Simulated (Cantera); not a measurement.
Charge: 1 mol Cu₂O, 0.94 mol H₂, 1.2 mol N₂, at 22.0 mbar.

Equilibrium computed with Cantera from the NASA thermochemical tables; the gas is ideal and each condensed phase is pure. Candidate condensed phases: Cu, CuO, Cu(OH)₂, Cu₂O, H₂O; 27 gas species. Each liquid is taken as pure. Mutual solubility and eutectic melting of coexisting phases are not modelled. Equilibrium is a limit: real reactors are often held back by kinetics, nucleation or transport.

x: gas mole fraction; n: condensed amount in mol.

| T (K) | x N₂ | x H₂O | x Cu | x O₂ | x H₂ | x OH | n Cu(s) | n Cu₂O(s) | n Cu(l) | n Cu₂O(l) |
|---|---|---|---|---|---|---|---|---|---|---|
| 875 | 0.561 | 0.439 | 2.28e-12 | 1.48e-11 | 9.59e-7 | 1.11e-10 | 1.88 | 0.0600 | 0 | 0 |
| 975 | 0.561 | 0.439 | 2.54e-10 | 1.69e-9 | 2.93e-6 | 3.59e-9 | 1.88 | 0.0600 | 0 | 0 |
| 1075 | 0.561 | 0.439 | 1.16e-8 | 7.92e-8 | 7.37e-6 | 6.06e-8 | 1.88 | 0.0600 | 0 | 0 |
| 1175 | 0.561 | 0.439 | 2.75e-7 | 1.90e-6 | 1.61e-5 | 6.31e-7 | 1.88 | 0.0600 | 0 | 0 |
| 1275 | 0.561 | 0.439 | 3.94e-6 | 2.74e-5 | 3.12e-5 | 4.54e-6 | 1.88 | 0.0599 | 0 | 0 |
| 1375 | 0.561 | 0.439 | 3.74e-5 | 0.000281 | 5.40e-5 | 2.48e-5 | 0 | 0.0588 | 1.88 | 0 |
| 1475 | 0.559 | 0.438 | ___ | ___ | ___ | ___ | 0 | ___ | 1.90 | 0 |
| 1575 | 0.552 | 0.432 | 0.00124 | 0.0132 | 0.000125 | 0.000394 | 0 | 0 | 1.99 | 0.00176 |
| 1675 | 0.550 | 0.430 | ___ | 0.0134 | ___ | ___ | 0 | 0 | 1.99 | 0 |
| 1775 | 0.542 | 0.423 | 0.0184 | 0.0132 | 0.00105 | 0.00158 | 0 | 0 | 1.96 | 0 |
| 1875 | 0.520 | 0.404 | 0.0565 | 0.0129 | 0.00252 | 0.00277 | 0 | 0 | 1.87 | 0 |
| 1975 | 0.464 | 0.356 | 0.155 | 0.0123 | 0.00517 | 0.00436 | 0 | 0 | 1.60 | 0 |

Task: Fill in the missing entries.

Result: 
- 1675, x Cu: 0.00519
- 1675, x H₂: 0.000386
- 1675, x OH: 0.000829
- 1475, x Cu: 0.000244
- 1475, x O₂: 0.00270
- 1475, x H₂: 7.64e-5
- 1475, x OH: 0.000115
- 1475, n Cu₂O(s): 0.0482
